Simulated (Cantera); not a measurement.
Input: 1 mol Cu₂O, 0.32 mol C, 0.34 mol N₂, held at 0.100 bar.

Equilibrium computed with Cantera from the NASA thermochemical tables; the gas is ideal and each condensed phase is pure. Candidate condensed phases: C, Cu, CuO, Cu₂O; 27 gas species. Each liquid is taken as pure. Mutual solubility and eutectic melting of coexisting phases are not modelled. Kinetics and transport are ignored.

Task: What share of the Cu ends up in condensed phases as a function of T (°C), at 1150, 1300, 1450, 1600, 1750, 1900, 2050, 2200, 2350?

Result: 
```csv
T (°C),Cu condensed (%),as
1150,100.0,Cu(l) + Cu₂O(s)
1300,100.0,Cu(l) + Cu₂O(l)
1450,99.9,Cu(l) + Cu₂O(l)
1600,99.6,Cu(l) + Cu₂O(l)
1750,97.7,Cu(l) + Cu₂O(l)
1900,89.9,Cu(l)
2050,41.6,Cu(l)
2200,0.0,-
2350,0.0,-
```
